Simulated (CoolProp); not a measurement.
Values from CoolProp's reference Helmholtz-energy equation of state, Lemmon 2006. It is a short technical equation, of lower accuracy than the large ones.

Q: For nitrous oxide, give the phase and the density (kg/m³), cp (kJ/(kg K)), expansivity (1/kK) at 47.15 °C and 304 bar; 98.45 °C and 304 bar; 201.15 °C and 304 bar.

A: 
- 47.15 °C and 304 bar: supercritical; density 876, cp 1.85, expansivity 3.95
- 98.45 °C and 304 bar: supercritical; density 689, cp 1.95, expansivity 5.35
- 201.15 °C and 304 bar: supercritical; density 408, cp 1.57, expansivity 4.11
